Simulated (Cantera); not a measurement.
An isothermal, constant-pressure homogeneous reactor starts with 4.00 % C2H6, 96.0 % N2, at 1623 K and 0.0132 atm.

Cantera simulation using GRI-Mech 3.0 (53 species, 325 reactions); the numbers are that mechanism's predictions, not measurements. GRI-Mech 3.0 stops at C3 and has no aromatics, soot or wall deposition, so with more carbon than oxygen in the feed, carbon stays in small species such as C2H2 where larger ones or solid carbon would form. Radical loss at walls, strong at low pressure, is not modelled.

Question: Predict: x(CH2) at 100 s; x(C2H) at 100 s; x(C2H2) at 100 s; x(C2H4) at 100 s; x(H) at 100 s; x(CH3) at 100 s.

Answer: 
| Item | Result |
|---|---|
| x(CH2) at 100 s | 4.39e-9 (gas-phase equilibrium 6.60e-10) |
| x(C2H) at 100 s | 3.11e-7 (gas-phase equilibrium 9.03e-8) |
| x(C2H2) at 100 s | 0.0370 (gas-phase equilibrium 0.0107) |
| x(C2H4) at 100 s | 3.30e-6 (gas-phase equilibrium 9.58e-7) |
| x(H) at 100 s | 0.000164 (gas-phase equilibrium 0.000164) |
| x(CH3) at 100 s | 2.08e-6 (gas-phase equilibrium 3.11e-7) |
